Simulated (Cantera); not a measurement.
# N2O furnace oxynitridation

An isothermal, constant-pressure homogeneous reactor starts with N2O : H2O = 1 : 0.1 (molar parts), at 1423 K and 1.00 bar.

Cantera simulation using GRI-Mech 3.0 (53 species, 325 reactions); the numbers are that mechanism's predictions, not measurements. GRI-Mech 3.0 was tuned for natural gas; its chemistry of N2O as a main component is partial and can be far from experiment. The temperature is held fixed by assumption; the heat of reaction is taken as removed at once.

```tsv
t (s)	x N2O	x H2O	x N2	x NO2	x OH	x H	x H2
4.00e-5	0.908	0.0908	0.000883	5.79e-7	0.000112	1.07e-7	3.36e-7
0.000110	0.905	0.0907	0.00256	1.10e-5	0.000176	1.76e-7	1.74e-6
0.000303	0.898	0.0904	0.00722	7.38e-5	0.000195	1.91e-7	3.37e-6
0.000835	0.878	0.0898	0.0198	0.000284	0.000207	1.89e-7	2.85e-6
0.00230	0.826	0.0882	0.0523	0.000666	0.000219	1.76e-7	1.92e-6
0.00632	0.706	0.0845	0.128	0.00102	0.000225	1.64e-7	1.46e-6
0.0174	0.481	0.0774	0.271	0.00112	0.000214	1.52e-7	1.24e-6
0.0479	0.206	0.0689	0.447	0.000989	0.000175	1.15e-7	9.99e-7
0.132	0.0385	0.0637	0.558	0.000805	0.000103	3.36e-8	4.53e-7
0.363	0.00125	0.0625	0.584	0.000657	3.87e-5	2.72e-9	9.56e-8
1.00	1.77e-6	0.0625	0.584	0.000629	3.27e-5	1.86e-9	7.72e-8
```
x: mole fraction; the columns are a selection and need not sum to one.

Equilibrium at this temperature and pressure: N2O 5.03e-8, H2O 0.0625, N2 0.625, NO2 7.48e-6, OH 3.38e-5, H 1.79e-9, H2 7.20e-8 (gas phase only).
